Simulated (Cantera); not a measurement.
A closed system holds: 1 mol Pb, 0.39 mol H₂, 11 mol N₂, equilibrated at 1273.15 K and 10.0 mbar.

Cantera equilibrium calculation (NASA polynomials, part measured and part estimated; ideal gas, pure solids and liquids). Candidate condensed phases: Pb; 11 gas species. Kinetics and transport are ignored.

Base state: N₂ 0.888, Pb 0.0807, H₂ 0.0315 (mole fractions); condensed: gas only.

**Question.** What changes in the equilibrium state with this change: 0.21 mol CO₂ added?

**Answer.** 
| species | before | after |
|---|---|---|
| N₂ | 0.888 | 0.873 |
| Pb | 0.0807 | 0.0794 |
| H₂ | 0.0315 | 0.0189 |
| CO | 0 | 0.0120 |
| H₂O | 0 | 0.0120 |
| CO₂ | 0 | 0.00463 |
Further candidate phases: C, C₆H₆, C₇H₈, C₈H₁₈, H₂O, PbO, PbO₂, Pb₃O₄.
